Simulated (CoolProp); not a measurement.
A single-stage vapour-compression cycle with R236FA: evaporating at 272.15 K (dew point), condensing at 327.15 K (bubble point), superheat 0 K, subcooling 2 K, compressor efficiency 0.6, no pressure losses. Each further row changes one setting.

The numbers come from the reference Helmholtz-energy equation of state, Pan 2012 in CoolProp.

```
case                              cooling COP  pressure ratio  discharge temperature (K)  refrigerating effect (kJ/kg)  volumetric capacity (kJ/m³)
--------------------------------  -----------  --------------  -------------------------  ----------------------------  ---------------------------
as stated                                2.13            6.29                      334.4                          93.2                          680
evaporating temperature 277.15 K         2.48            5.14                      333.2                          96.6                          854
condensing temperature 322.15 K          2.46            5.48                      329.5                          99.7                          727
subcooling 7 K                           2.28            6.29                      334.4                          99.7                          727
superheat 10 K                           2.20            6.29                      345.1                           101                          708
compressor efficiency 0.5                1.78            6.29                      343.2                          93.2                          680
```
